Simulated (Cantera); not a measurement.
An adiabatic, constant-volume homogeneous reactor starts with 6.04 % CH4, 18.6 % O2, 70.0 % N2, 5.31 % H2O, equivalence ratio 0.65, at 1200 K and 1050 Torr.

Cantera simulation using GRI-Mech 3.0 (53 species, 325 reactions); the numbers are that mechanism's predictions, not measurements.

Predict: time of steepest temperature rise; temperature at 0.600 s; equilibrium temperature; x(O2) at 0.600 s; x(H2O) at 0.600 s; x(HO2) at 0.600 s.


```json
{
  "time_of_steepest_temperature_rise": "29.2 ms",
  "temperature at 0.600 s": "2545 K",
  "equilibrium_temperature": "2545 K",
  "x(O2) at 0.600 s": "0.0589 (gas-phase equilibrium 0.0589)",
  "x(H2O) at 0.600 s": "0.163 (gas-phase equilibrium 0.163)",
  "x(HO2) at 0.600 s": "1.04e-5 (gas-phase equilibrium 1.04e-5)"
}
```
